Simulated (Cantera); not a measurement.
Standard-state values (1 bar) from the NASA 1993 polynomials, evaluated with Cantera. Values are per mole of reaction as written; species without (g) are pure solids or liquids, kept so even where they would boil at 1 bar.

Q: Between 300 and 1925 K, where is each reaction favourable under standard conditions?
- 4 N(g) + CO₂(g) ⇌ 2 N₂O(g) + C

A: 
- 4 N(g) + CO₂(g) ⇌ 2 N₂O(g) + C: ΔG° is -1220 kJ at 300 K and -566 kJ at 1925 K; it stays negative (K > 1). ΔH° is -1346 kJ and ΔS° -405 J/K at 1925 K.
